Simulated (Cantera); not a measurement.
Feed: 1 mol H₂S, 0.36 mol O₂, 24 mol N₂, held at 0.285 Torr.

Method: chemical equilibrium by Gibbs-energy minimisation in Cantera with the NASA 1993 tables (ideal gas, pure condensed phases). Candidate condensed phases: H₂O, H₂SO₄, S; 60 gas species. Ions and electrons are included (thermal ionisation). Equilibrium is a limit: real reactors are often held back by kinetics, nucleation or transport. All values below are at 4000 K.

Base state: N₂ 0.790, N 0.0809, H 0.0692, S 0.0346, O 0.0248, NO 8.39e-5, e- 5.10e-5, S+ 4.99e-5 (mole fractions); condensed: gas only.

Question: What changes in the equilibrium state with this change: H₂S replaced by NH₃?

Answer: 
| species | before | after |
|---|---|---|
| N₂ | 0.790 | 0.792 |
| H | 0.0692 | 0.102 |
| N | 0.0809 | 0.0811 |
| S | 0.0346 | 0 |
| O | 0.0248 | 0.0244 |
| S+ | 4.99e-5 | 0 |
| e- | 5.10e-5 | 7.66e-6 |
| NO | 8.39e-5 | 8.26e-5 |
